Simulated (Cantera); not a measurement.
Feed: 1 mol Si₃N₄, 0.045 mol CO₂, 41 mol H₂, equilibrated at 1473.15 K and 0.0720 bar.

These are equilibrium values from Cantera (NASA tables, ideal gas, pure condensed phases), not measurements of a reactor. Candidate condensed phases: C, C₆H₆, C₇H₈, C₈H₁₈, H₂O, Si, SiC, SiO₂, Si₂N₂O, Si₃N₄; 151 gas species. Mutual solubility and eutectic melting of coexisting phases are not modelled. Rates play no part.

Base state: H₂ 0.998, N₂ 0.00146, H 4.72e-5 (mole fractions); condensed: SiC(s) + Si₂N₂O(s) + Si₃N₄(s).

Question: What changes in the equilibrium state with this change: temperature from 1473.15 K to 1223 K?

Answer: 
```json
[
 {"species": "H₂", "before": "0.998", "after": "0.998"},
 {"species": "N₂", "before": "0.00146", "after": "0.00129"},
 {"species": "CH₄", "before": "3.36e-6", "after": "0.000255"},
 {"species": "H", "before": "4.72e-5", "after": "1.12e-6"},
 {"species": "SiC(s), mol", "before": "0.0448", "after": "0.0345"},
 {"species": "Si₂N₂O(s), mol", "before": "0.0898", "after": "0.0900"},
 {"species": "Si₃N₄(s), mol", "before": "0.925", "after": "0.929"}
]
```

Question: What changes in the equilibrium state with this change: pressure from 0.0720 bar to 9.40e-6 bar?

Answer: 
```csv
species,before,after
H₂,0.998,0.947
N₂,0.00146,0.0463
H,4.72e-5,0.00402
SiO,3.96e-6,0.00203
Si,3.14e-8,0.000585
CO,5.76e-7,4.99e-5
"SiC(s), mol",0.0448,0.0428
"Si₂N₂O(s), mol",0.0898,0
"Si₃N₄(s), mol",0.925,0
"Si(s), mol",0,2.84
```
